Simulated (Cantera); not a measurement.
Input: 1 mol borazine, 6.3 mol N2, 1 mol H2, held at 13.3 mbar.

Equilibrium computed with Cantera from the NASA thermochemical tables; the gas is ideal and each condensed phase is pure. Candidate condensed phases: B, BN; 15 gas species. The feed counts by its element totals alone. The tables' values for BH2 are old estimates; treat these amounts as uncertain. Kinetics and transport are ignored.

log p: log10 of the partial pressure in bar; n: condensed amount in mol.

| T (K) | log p N2 | log p H2 | log p H | log p B | log p BH2 | n BN(s) | n B(l) |
|---|---|---|---|---|---|---|---|
| 773 | -2.09 | -2.29 | -13.19 | <-13 | <-13 | 3.00 | 0 |
| 923 | -2.09 | -2.29 | -10.75 | <-13 | <-13 | 3.00 | 0 |
| 1073 | -2.09 | -2.29 | -9.00 | <-13 | <-13 | 3.00 | 0 |
| 1223 | -2.09 | -2.29 | -7.66 | <-13 | <-13 | 3.00 | 0 |
| 1373 | -2.09 | -2.29 | -6.62 | <-13 | -11.81 | 3.00 | 0 |
| 1523 | -2.09 | -2.29 | [?] | <-13 | -10.15 | 3.00 | 0 |
| 1673 | -2.09 | -2.29 | -5.09 | -11.90 | -8.79 | 3.00 | 0 |
| 1823 | -2.09 | -2.29 | [?] | [?] | -7.65 | 3.00 | 0 |
| 1973 | -2.09 | -2.29 | -4.02 | -8.08 | -6.70 | 3.00 | 0 |
| 2123 | -2.09 | -2.30 | -3.60 | -6.58 | -5.89 | 3.00 | 0 |
| 2273 | -2.10 | -2.32 | -3.24 | -5.28 | -5.19 | 2.99 | 0 |
| 2423 | -2.07 | -2.42 | -2.96 | -4.39 | -4.92 | 0 | 2.95 |

### Question
Fill in the missing entries.

### Answer

- 1823, log p H: -4.51
- 1823, log p B: -9.83
- 1523, log p H: -5.78
